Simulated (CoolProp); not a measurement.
c-C4F8 (RC318) along the isobar 816 kPa: density (kg/m³) from the reference equation and from simpler models built on Tc = 115.2 °C, pc = 2778 kPa, ω = 0.355; each cubic takes its own stable root.

Computed with CoolProp (reference Helmholtz-energy equation of state, Platzer 1990). This equation is an older, rougher fit.

```csv
T (°C),phase,reference,ideal gas,van der Waals,Redlich-Kwong,Soave-Redlich-Kwong,Peng-Robinson
100.45,gas,59.90,52.55,58.72,59.84,60.08,60.87
110.25,gas,57.57,51.20,56.77,57.66,57.73,58.46
119.95,gas,55.50,49.94,54.97,55.69,55.64,56.31
129.65,gas,53.62,48.74,53.31,53.88,53.73,54.35
139.35,gas,51.90,47.59,51.75,52.21,51.98,52.56
149.05,gas,50.31,46.50,50.30,50.66,50.36,50.91
158.85,gas,48.82,45.44,48.92,49.20,48.85,?
168.55,gas,47.45,44.45,47.63,?,47.46,47.94
178.25,gas,46.18,43.49,46.42,46.57,46.16,46.62
187.95,gas,44.98,42.58,45.27,45.38,44.95,45.38
197.65,gas,43.85,41.70,44.18,44.26,43.81,44.21
207.45,gas,42.78,40.85,43.14,43.18,42.72,43.10
217.15,gas,41.78,40.04,42.16,42.18,41.71,42.07
226.85,gas,40.82,39.26,41.23,41.22,40.75,?
```

### Question
Complete the blanks.

### Answer

- 158.85, Peng-Robinson: 49.36
- 168.55, Redlich-Kwong: 47.84
- 226.85, Peng-Robinson: 41.09
